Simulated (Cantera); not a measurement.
A closed system holds: 1 mol Si(CH₃)₄, 0.95 mol HCl, 200 mol H₂, held at 1200 K and 0.0100 bar.

Equilibrium computed with Cantera from the NASA thermochemical tables; the gas is ideal and each condensed phase is pure. Candidate condensed phases: C, C₆H₆, C₇H₈, C₈H₁₈, Si, SiC; 109 gas species. Equilibrium is a limit: real reactors are often held back by kinetics, nucleation or transport.

Question: What is the equilibrium state?

Answer: 
| Property | Result |
|---|---|
| x(H₂) | 0.995 |
| x(HCl) | 0.00459 |
| x(CH₄) | 0.000156 |
| x(H) | 1.97e-6 |
| n(C(graphite)) | 2.97 mol |
| n(SiC(s)) | 1.000 mol |
| gas amount | 206.9 mol |
| log10 activity of Si(s) (absent) | -2.77 |
